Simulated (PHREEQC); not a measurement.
Ultrapure water in contact with air or piping: speciation

Synthetic water in mg/kgw, 25 °C, pH 6.21, pe 8.3:

```tsv
constituent	mg/kgw
Na	0.0612
K	0.00428
Ca	0.0562
Mg	0.0877
Cl	0.0433
S(6) as SO4	0.194
Alkalinity as HCO3	0.453
Cd	0.00557
Cu(2)	0.00196
Br	0.000487
```

Valence states are taken as typed.

Equilibrium calculation in PHREEQC: ion-association model, phreeqc.dat.

- ionic strength = 2.05e-5 mol/kgw
- charge-balance error = 1.0 %

| species | molality | activity | log γ |
|---|---|---|---|
| CO2 | 1.11e-5 | 1.11e-5 | 0.000 |
| HCO3- | 8.02e-6 | 7.98e-6 | -0.002 |
| Mg+2 | 3.60e-6 | 3.53e-6 | -0.009 |
| Na+ | 2.66e-6 | 2.65e-6 | -0.002 |
| SO4-2 | 2.02e-6 | 1.98e-6 | -0.009 |
| Ca+2 | 1.40e-6 | 1.37e-6 | -0.009 |
| Cl- | 1.22e-6 | 1.22e-6 | -0.002 |
| H+ | 6.20e-7 | 6.17e-7 | -0.002 |
| K+ | 1.09e-7 | 1.09e-7 | -0.002 |
| Cd+2 | 4.95e-8 | 4.85e-8 | -0.009 |
| Cu+2 | 2.86e-8 | 2.80e-8 | -0.009 |
| OH- | 1.65e-8 | 1.64e-8 | -0.002 |
| Br- | 6.10e-9 | 6.06e-9 | -0.002 |

Precipitation was switched off in this run. Complexes and solids missing from the database can't appear.
